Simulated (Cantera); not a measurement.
Mixture: 44.4 % H2, 11.7 % O2, 43.9 % N2, equivalence ratio 1.9, at 975 Torr, adiabatic and at constant pressure. Ignition delay is the time to a rise of 400 K.

Model: the H2/O2 subset of GRI-Mech 3.0, which has no nitrogen chemistry, integrated in Cantera. Where the delays flatten at high temperature, the 400 K rule measures the pace of heat release, not the induction time.

### Question
Predict: delay at 975 K; delay at 1175 K; delay at 1375 K; delay at 1575 K.

### Answer
```json
{
 "delay at 975 K": "4.46 ms",
 "delay at 1175 K": "47.4 µs",
 "delay at 1375 K": "18.9 µs",
 "delay at 1575 K": "12.1 µs"
}
```
